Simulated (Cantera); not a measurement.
An isothermal, constant-pressure homogeneous reactor starts with CH4 : N2 = 1 : 63 (molar parts), at 1500 K and 0.218 Torr.

Model: GRI-Mech 3.0 (53 species, 325 reactions), integrated in Cantera. GRI-Mech 3.0 stops at C3 and has no aromatics, soot or wall deposition, so with more carbon than oxygen in the feed, carbon stays in small species such as C2H2 where larger ones or solid carbon would form. Radical loss at walls, strong at low pressure, is not modelled.

Q: Predict: x(CH4) at 200 s; x(C2H2) at 200 s; x(CH3) at 200 s; x(C2H) at 200 s; x(CH2) at 200 s.

A: 
| Item | Result |
|---|---|
| x(CH4) at 200 s | 0.00789 (gas-phase equilibrium 2.43e-8) |
| x(C2H2) at 200 s | 0.00356 (gas-phase equilibrium 0.000806) |
| x(CH3) at 200 s | 0.000125 (gas-phase equilibrium 3.37e-9) |
| x(C2H) at 200 s | 5.67e-9 (gas-phase equilibrium 1.04e-8) |
| x(CH2) at 200 s | 6.89e-8 (gas-phase equilibrium 1.92e-11) |
